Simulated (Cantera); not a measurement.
**Counterflow diffusion flame**

A counterflow diffusion flame at 1.00 bar, nozzles 20 mm apart: fuel side 74.6 % CO, 25.4 % H2 at 325 K, oxidiser side 26.0 % O2, 74.0 % N2 at 375 K, fuel mass flux 0.92 times the oxidiser's; mixture-averaged transport, no radiation.

Model: GRI-Mech 3.0 (53 species, 325 reactions), integrated in Cantera. The maximum strain rate includes the flame's own expansion and is several times the mean.

```
oxidiser flux (kg/m²/s)  max strain (1/s)  mean strain (1/s)  T max (K)  peak x OH  peak x H  peak x NO  peak x CO
-----------------------  ----------------  -----------------  ---------  ---------  --------  ---------  ---------
0.6                                   305               67.0       2288     0.0133   0.00992   0.000269      0.769
0.95                                  462                106       2224     0.0134    0.0118   0.000163      0.768
1.5                                   703                168       2157     0.0135    0.0139   0.000104      0.767
2.4                                  1090                268       2083     0.0133    0.0164    6.85e-5      0.767
3.7                                  1630                413       2012     0.0128    0.0188    5.06e-5      0.767
5.8                                  2490                648       1935     0.0123    0.0215    3.89e-5      0.766
9.2                                  3850               1030       1851     0.0114    0.0242    2.97e-5      0.766
15                                   6100               1680       1755     0.0101    0.0264    2.15e-5      0.766
```
x: mole fraction; the columns are a selection and need not sum to one.
